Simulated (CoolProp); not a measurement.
Vapour-liquid equilibrium of isobutene (1) + n-butane (2) at 362.7 K; x and y are mole fractions of (1).

Model: multi-fluid Helmholtz-energy mixture model, Lemmon 2005 and Bücker 2006; pair parameters Bell 2016, in CoolProp.

| x | bubble pressure, mixture model (MPa) | bubble pressure, Raoult's law (MPa) | y, mixture model | y, Raoult's law |
|---|---|---|---|---|
| 0.05 | 1.253 | 1.250 | 0.058 | 0.060 |
| 0.15 | [?] | 1.276 | 0.171 | 0.175 |
| 0.25 | [?] | 1.301 | 0.278 | 0.287 |
| 0.35 | 1.338 | 1.327 | 0.382 | 0.394 |
| 0.45 | 1.363 | 1.352 | 0.482 | 0.496 |
| 0.55 | [?] | 1.377 | 0.581 | 0.596 |
| 0.65 | 1.412 | 1.403 | 0.677 | 0.691 |
| 0.75 | 1.435 | 1.428 | 0.771 | 0.783 |
| 0.85 | 1.458 | 1.453 | [?] | 0.872 |
| 0.95 | 1.480 | 1.479 | 0.955 | 0.958 |

Task: Complete the blanks.

Result: 
- 0.15, bubble pressure, mixture model (MPa): 1.283
- 0.25, bubble pressure, mixture model (MPa): 1.311
- 0.55, bubble pressure, mixture model (MPa): 1.388
- 0.85, y, mixture model: 0.864

The largest gap from Raoult's law is +0.8 % in bubble pressure, at x = 0.45. No azeotrope shows between x = 0.05 and 0.95.

Pair parameters are fitted to limited data, so mixtures are less certain than the pure fluids.
